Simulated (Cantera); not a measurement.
An adiabatic, constant-pressure homogeneous reactor starts with C2H4 : O2 : N2 : H2O = 1 : 1.88 : 7.05 : 1.1 (molar parts), at 1498 K and 750 Torr. Integrator tolerance rtol = 1e-08.

Detailed kinetics in Cantera: GRI-Mech 3.0 (53 species, 325 reactions). GRI-Mech 3.0 was tuned for natural gas; its chemistry of ethylene as a main component is partial and can be far from experiment.

### Question
What does this change do: pressure from 750 Torr to 2030 Torr?

### Answer
| quantity | before | after |
|---|---|---|
| time of steepest temperature rise | 30.6 µs | 13.2 µs |
| temperature at 9.00 s | 2733 K | 2791 K |
| equilibrium temperature | 2733 K | 2791 K |
| x(C2H4) at 9.00 s | <1e-12 (gas-phase equilibrium <1e-12) | <1e-12 (gas-phase equilibrium <1e-12) |
| x(O2) at 9.00 s | 0.00175 (gas-phase equilibrium 0.00175) | 0.00110 (gas-phase equilibrium 0.00110) |
| x(H2O) at 9.00 s | 0.169 (gas-phase equilibrium 0.169) | 0.173 (gas-phase equilibrium 0.173) |
| x(HCO) at 9.00 s | 2.06e-7 (gas-phase equilibrium 2.06e-7) | 3.88e-7 (gas-phase equilibrium 3.88e-7) |
| x(NO) at 9.00 s | 0.00260 (gas-phase equilibrium 0.00260) | 0.00225 (gas-phase equilibrium 0.00225) |
| x(CH2) at 9.00 s | <1e-12 (gas-phase equilibrium <1e-12) | 1.82e-12 (gas-phase equilibrium 1.93e-12) |
